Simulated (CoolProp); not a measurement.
Vapour pressure (MPa) of ammonia: the reference equation beside estimates from Tc = 132.4 °C, pc = 11.36 MPa, ω = 0.256.

The numbers come from the reference Helmholtz-energy equation of state, Gao 2020 in CoolProp.

```tsv
T (°C)	reference	Lee-Kesler	van der Waals	Redlich-Kwong
-25.35	0.1490	0.1439	1.095	0.2809
-18.95	0.1991	0.1939	1.264	0.3628
-12.45	0.2628	0.2579	1.453	0.4632
-6.05	0.3404	0.3361	1.657	0.5810
0.35	0.4349	0.4319	1.878	0.7195
6.75	0.5488	0.5474	2.118	0.8807
13.25	0.6868	0.6878	2.382	1.070
19.65	0.8475	0.8512	2.662	1.283
26.05	1.036	1.042	2.962	1.524
32.45	1.254	1.264	3.283	1.797
38.95	1.510	1.524	3.632	2.107
45.35	1.798	1.816	3.997	2.446
```

Absolute difference from the reference over all 12 rows, mean and median: Lee-Kesler 1.2 and 0.9 %, van der Waals 308.2 and 266.4 %, Redlich-Kwong 59.7 and 58.1 %.
